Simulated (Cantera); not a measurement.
A closed system holds: 1 mol CH₃SiCl₃, 820 mol H₂, 0.089 mol HCl, held at 2048.15 K.

These are equilibrium values from Cantera (NASA tables, ideal gas, pure condensed phases), not measurements of a reactor. Candidate condensed phases: C, C₆H₆, C₇H₈, C₈H₁₈, Si, SiC; 109 gas species. The feed counts by its element totals alone. Gases not in the tables: Si₂H₆ and higher silanes. Kinetics and transport are ignored.

Task: Which condensed phases are stable at each of these points (P (Pa)): 100, 320, 1000, 3200, 10000, 32000, 100000?

Result: 
```tsv
P (Pa)	condensed phases	Si condensed (%)
100	gas only	0.0
320	gas only	0.0
1000	SiC(s)	24.4
3200	SiC(s)	63.6
10000	SiC(s)	80.7
32000	SiC(s)	88.0
100000	SiC(s)	90.0
```

From 1.00 mbar to 3.20 mbar nothing is condensed. From 10.0 mbar to 1.00 bar the condensed part is SiC(s).
